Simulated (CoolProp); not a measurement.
The fluid at 293.15 K and 1.79 MPa flows at 3.4 m/s in a round tube of 12.7 mm bore and 1.5 µm roughness, fully developed (64/Re and Nu = 3.66 if laminar; Colebrook and Gnielinski if turbulent). The same conditions are run with several fluids, on thermodynamics alone (safety and materials aside).

Model: reference Helmholtz-energy equation of state of each fluid (C3F8 (R218): Lemmon 2006; n-pentane: Thol 2019; R134a: Tillner-Roth 1994; ammonia: Gao 2020; n-hexane: Thol 2019), in CoolProp.

Task: Rank C3F8 (R218), n-pentane, R134a, ammonia, n-hexane by Reynolds number, highest first.

Result: C3F8 (R218) (313000), R134a (251000), ammonia (190000), n-pentane (140000), n-hexane (89500)

| fluid | Darcy friction factor | pressure drop (Pa/m) | heat-transfer coefficient (W/(m² K)) | mass flow (kg/h) |
|---|---|---|---|---|
| C3F8 (R218) | 0.0155 | 9650 | 5170 | 2120 |
| n-pentane | 0.0175 | 5010 | 5690 | 974 |
| R134a | 0.0160 | 8960 | 6670 | 1910 |
| ammonia | 0.0167 | 4640 | 18300 | 948 |
| n-hexane | 0.0190 | 5710 | 4960 | 1030 |

Transport values come from each fluid's own correlations; those of C3F8 (R218), n-pentane, R134a are estimates that may be off by 10 % or more.
